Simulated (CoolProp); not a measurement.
Vapour-liquid equilibrium of carbonyl sulfide (1) + propane (2) at 0.0791 bar; x and y are mole fractions of (1).

Model: multi-fluid Helmholtz-energy mixture model, Lemmon 2006 and Lemmon 2009; pair parameters Bell 2016, in CoolProp.

| x | bubble temperature (K) | y at the bubble point | dew temperature at overall composition x (K) | liquid density (mol/L) |
|---|---|---|---|---|
| 0.05 | 185.3 | 0.091 | 185.6 | 14.55 |
| 0.15 | 184.3 | 0.237 | … | 15.06 |
| 0.25 | 183.6 | 0.354 | 184.2 | 15.61 |
| 0.35 | 182.9 | … | 183.6 | 16.19 |
| 0.45 | 182.4 | 0.551 | … | 16.80 |
| 0.55 | … | 0.641 | 182.4 | … |
| 0.65 | 181.5 | 0.728 | … | 18.16 |
| 0.75 | 181.0 | 0.812 | … | 18.90 |
| 0.85 | 180.6 | 0.892 | 180.8 | 19.71 |
| 0.95 | 180.1 | 0.966 | 180.2 | 20.57 |

Complete the blanks.


- 0.15, dew temperature at overall composition x (K): 184.9
- 0.35, y at the bubble point: 0.457
- 0.45, dew temperature at overall composition x (K): 183.0
- 0.55, bubble temperature (K): 181.9
- 0.55, liquid density (mol/L): 17.46
- 0.65, dew temperature at overall composition x (K): 181.9
- 0.75, dew temperature at overall composition x (K): 181.3

No azeotrope shows between x = 0.05 and 0.95.

Pair parameters are fitted to limited data, so mixtures are less certain than the pure fluids.
